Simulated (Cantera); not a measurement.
A freely propagating, adiabatic, planar premixed flame of CH4 : O2 : N2 = 1 : 2.33 : 8.74 (molar parts), equivalence ratio 0.86, unburnt at 400 K and 0.460 bar; mixture-averaged transport, grid criteria slope 0.08 and curve 0.16, no radiation.

Cantera simulation using GRI-Mech 3.0 (53 species, 325 reactions); the numbers are that mechanism's predictions, not measurements. Burning velocities carry a grid error of a few per cent, more on coarse grids.

Task: Predict: laminar burning velocity; thermal thickness; peak x(O); peak x(HCN); peak x(CH2O).

Result: 
```
Property                     Result
------------------------  ---------
laminar burning velocity  67.3 cm/s
thermal thickness          0.793 mm
peak x(O)                   0.00532
peak x(HCN)                 1.07e-6
peak x(CH2O)               0.000843
```
